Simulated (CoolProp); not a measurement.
R507A along the isotherm 500 K: fugacity coefficient from the reference equation and from simpler models built on Tc = 343.8 K, pc = 3.705 MPa, ω = 0.286; each cubic takes its own stable root.

Computed with CoolProp (reference Helmholtz-energy equation of state, Lemmon 2003). It is a pseudo-pure fit of the blend.

| p (MPa) | phase | reference | van der Waals | Redlich-Kwong | Soave-Redlich-Kwong | Peng-Robinson |
|---|---|---|---|---|---|---|
| 2.32 | gas | 0.9462 | 0.9304 | 0.9351 | 0.9563 | 0.9425 |
| 4.63 | supercritical | 0.8973 | 0.8645 | 0.8761 | 0.9176 | 0.8926 |
| 6.95 | supercritical | 0.8531 | 0.8028 | 0.8233 | 0.8839 | 0.8498 |
| 9.26 | supercritical | 0.8144 | 0.7486 | 0.7779 | 0.8557 | 0.8142 |
| 11.6 | supercritical | 0.7809 | 0.7041 | 0.7398 | 0.8326 | 0.7849 |
| 13.9 | supercritical | 0.7535 | 0.6717 | 0.7099 | 0.8150 | 0.7618 |
| 16.2 | supercritical | 0.7315 | 0.6489 | 0.6868 | 0.8020 | 0.7439 |
| 18.5 | supercritical | 0.7142 | 0.6338 | 0.6693 | 0.7932 | 0.7303 |
